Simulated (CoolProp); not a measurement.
Vapour-liquid equilibrium of n-octane (1) + o-xylene (2) at 445 kPa; x and y are mole fractions of (1).

Computed with CoolProp (multi-fluid Helmholtz-energy mixture model, Beckmüller 2019 and Zhou 2012; pair parameters Bell 2016).

```csv
x,bubble temperature (K),y at the bubble point,dew temperature at overall composition x (K),liquid density (mol/L)
0.05,482.2,0.073,___,6.480
0.2,478.0,___,479.5,___
0.35,474.4,0.438,476.3,5.861
0.5,471.1,0.587,473.0,5.581
0.65,468.1,0.722,469.7,5.318
0.8,465.4,0.846,466.4,___
0.95,462.8,0.963,463.1,___
```

Question: Complete the blanks.

Answer: 
- 0.05, dew temperature at overall composition x (K): 482.7
- 0.2, y at the bubble point: 0.269
- 0.2, liquid density (mol/L): 6.160
- 0.8, liquid density (mol/L): 5.071
- 0.95, liquid density (mol/L): 4.840

No azeotrope shows between x = 0.05 and 0.95.

The pair parameters rest on a limited set of measurements; away from them the model extrapolates.
